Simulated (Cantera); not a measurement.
**Thermodynamics of boron, boron nitride and boron oxide, feed B + O2 + H2**

Charge: 1 mol B, 0.054 mol O2, 0.52 mol H2, at 66.0 Torr.

Method: chemical equilibrium by Gibbs-energy minimisation in Cantera with the NASA 1993 tables (ideal gas, pure condensed phases). Candidate condensed phases: B, B2O3, B3O3H3, H2O; 23 gas species. Mutual solubility and eutectic melting of coexisting phases are not modelled. The tables' values for BH2 are old estimates; treat these amounts as uncertain. Kinetics and transport are ignored.

| T (°C) | x H2 | x HBO | x B2O2 | x B2O3 | n B(s) | n B2O3(l) |
|---|---|---|---|---|---|---|
| 1152 | 0.992 | 0.00510 | 0.000242 | 4.88e-5 | 0.926 | 0.0339 |
| 1202 | 0.988 | 0.00910 | 0.000669 | 0.000146 | 0.925 | 0.0330 |
| 1252 | 0.980 | 0.0156 | 0.00173 | 0.000407 | 0.924 | 0.0313 |
| 1302 | 0.966 | 0.0256 | 0.00418 | 0.00106 | 0.921 | 0.0281 |
| 1352 | 0.944 | 0.0407 | 0.00957 | 0.00258 | 0.916 | 0.0224 |
| 1402 | 0.906 | 0.0621 | 0.0208 | 0.00597 | 0.908 | 0.0117 |
| 1452 | 0.868 | 0.0824 | 0.0344 | 0.00935 | 0.899 | 0 |
| 1502 | 0.864 | 0.0879 | 0.0356 | 0.00736 | 0.898 | 0 |
| 1552 | 0.860 | 0.0924 | 0.0360 | 0.00570 | 0.896 | 0 |
| 1602 | 0.856 | 0.0961 | 0.0359 | 0.00437 | 0.895 | 0 |
x: gas mole fraction; n: condensed amount in mol.

From 1152 °C to 1402 °C the condensed part is B(s) + B2O3(l). From 1452 °C to 1602 °C the condensed part is B(s). The main B-bearing gas is B3O3H3 at 1152 °C and HBO at 1602 °C. The share of B in condensed phases is highest at 1152 °C (99.4 %) and lowest at 1602 °C (89.5 %).
